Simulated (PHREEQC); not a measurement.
# Nickel, zinc or cadmium bath: speciation

Consider water at 10 °C with 0.21 mol Ni(NO3)2, 0.0016 mol Na2SO4 and 0.16 mol HCl per kg of water. Closed to the air; pH follows from the charge balance.

Model: ion-association model, wateq4f.dat, run in PHREEQC.

No solid was allowed to form.

Estimate the pH, activity of water.

pH 0.92; activity of water 0.984.

In which forms is S present?

HSO4- 48 %, NiSO4 32 %, SO4-2 20 % of the S.

Ionic strength above about 0.7 mol/kgw puts this run outside the model's range. Away from 25 °C the constants follow the database's enthalpies or fits; those with neither stay at their 25 °C values.
